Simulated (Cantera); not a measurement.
**Equilibrium for silicon oxide and oxynitride deposition: TEOS + O2 + N2**

Input: 1 mol TEOS, 0.1 mol O2, 2.6 mol N2, equilibrated at 623.15 K and 1.33 mbar.

Method: chemical equilibrium by Gibbs-energy minimisation in Cantera with the NASA 1993 tables (ideal gas, pure condensed phases). Candidate condensed phases: C, C6H6, C7H8, C8H18, H2O, Si, SiC, SiO2, Si2N2O, Si3N4; 151 gas species. The feed counts by its element totals alone. Kinetics and transport are ignored.

| Property | Value |
|---|---|
| x(H2) | 0.637 |
| x(N2) | 0.202 |
| x(H2O) | 0.0838 |
| x(CO2) | 0.0368 |
| x(CH4) | 0.0275 |
| x(CO) | 0.0132 |
| x(NH3) | 8.62e-6 |
| n(C(graphite)) | 7.00 mol |
| n(SiO2(α-quartz)) | 1.00 mol |
| gas amount | 12.89 mol |
| log10 activity of Si(s) (absent) | -29.38 |
